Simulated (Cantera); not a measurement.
An isothermal, constant-pressure homogeneous reactor starts with NO : N2 = 1 : 9.9 (molar parts), at 1673 K and 1.70 bar. Integrator tolerance rtol = 1e-08.

Detailed kinetics in Cantera: GRI-Mech 3.0 (53 species, 325 reactions).

### Question
What does this change do: N2 9.9 to 59 parts?

### Answer
```json
[
 {"quantity": "x(NO) at 6.00 s", "before": "0.0808 (gas-phase equilibrium 0.00134)", "after": "0.0163 (gas-phase equilibrium 0.000576)"},
 {"quantity": "x(N2) at 6.00 s", "before": "0.914 (gas-phase equilibrium 0.953)", "after": "0.984 (gas-phase equilibrium 0.991)"},
 {"quantity": "x(O) at 6.00 s", "before": "2.03e-6 (gas-phase equilibrium 5.48e-6)", "after": "4.85e-7 (gas-phase equilibrium 2.31e-6)"},
 {"quantity": "x(N2O) at 6.00 s", "before": "2.65e-6 (gas-phase equilibrium 1.13e-7)", "after": "1.16e-7 (gas-phase equilibrium 4.95e-8)"},
 {"quantity": "x(O2) at 6.00 s", "before": "0.00541 (gas-phase equilibrium 0.0452)", "after": "0.000202 (gas-phase equilibrium 0.00804)"},
 {"quantity": "x(NO2) at 6.00 s", "before": "5.98e-5 (gas-phase equilibrium 2.70e-6)", "after": "2.88e-6 (gas-phase equilibrium 4.90e-7)"}
]
```

### Question
What does this change do: temperature 1673 to 1725 K?

### Answer
```tsv
quantity	before	after
x(NO) at 6.00 s	0.0808 (gas-phase equilibrium 0.00134)	0.0740 (gas-phase equilibrium 0.00163)
x(N2) at 6.00 s	0.914 (gas-phase equilibrium 0.953)	0.917 (gas-phase equilibrium 0.953)
x(O) at 6.00 s	2.03e-6 (gas-phase equilibrium 5.48e-6)	4.40e-6 (gas-phase equilibrium 9.51e-6)
x(N2O) at 6.00 s	2.65e-6 (gas-phase equilibrium 1.13e-7)	2.33e-6 (gas-phase equilibrium 1.36e-7)
x(O2) at 6.00 s	0.00541 (gas-phase equilibrium 0.0452)	0.00879 (gas-phase equilibrium 0.0450)
x(NO2) at 6.00 s	5.98e-5 (gas-phase equilibrium 2.70e-6)	6.05e-5 (gas-phase equilibrium 2.90e-6)
```

### Question
What does this change do: pressure from 1.70 bar to 10.00 Torr?

### Answer
```tsv
quantity	before	after
x(NO) at 6.00 s	0.0808 (gas-phase equilibrium 0.00134)	0.0916 (gas-phase equilibrium 0.00134)
x(N2) at 6.00 s	0.914 (gas-phase equilibrium 0.953)	0.908 (gas-phase equilibrium 0.953)
x(O) at 6.00 s	2.03e-6 (gas-phase equilibrium 5.48e-6)	1.01e-5 (gas-phase equilibrium 6.19e-5)
x(N2O) at 6.00 s	2.65e-6 (gas-phase equilibrium 1.13e-7)	3.03e-6 (gas-phase equilibrium 9.99e-9)
x(O2) at 6.00 s	0.00541 (gas-phase equilibrium 0.0452)	5.27e-5 (gas-phase equilibrium 0.0452)
x(NO2) at 6.00 s	5.98e-5 (gas-phase equilibrium 2.70e-6)	1.92e-6 (gas-phase equilibrium 2.39e-7)
```
Radical loss at walls, strong at low pressure, is not modelled.
